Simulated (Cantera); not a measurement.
Transport properties of process gases

Gas mixture: CO : CH4 = 0.86 : 0.26 (molar parts), at 45.0 Torr, frozen composition.

Cantera's kinetic-theory transport with the Lennard-Jones parameters of GRI-Mech 3.0, ideal gas; thermal conductivity in the mixture-averaged form. The composition is frozen, though it would react at the higher temperatures.

```tsv
T (K)	ρ (kg/m³)	cp (J/kg/K)	μ (µPa s)	λ (mW/m/K)	Pr	D (cm²/s) O	D (cm²/s) CO2	D (cm²/s) C2H2
400	0.0455	1267	20.4	35.4	0.730	9.02	4.57	4.78
650	0.0280	1449	28.7	56.5	0.735	20.6	10.7	11.2
900	0.0202	1626	35.6	77.3	0.748	35.5	18.7	19.5
1150	0.0158	1765	41.8	97.3	0.758	53.4	28.4	29.4
1400	0.0130	1869	47.5	116	0.764	74.0	39.4	40.9
1650	0.0110	1948	52.9	134	0.768	97.2	51.9	53.8
```
D: mixture-averaged diffusion coefficient of that species in the mixture.
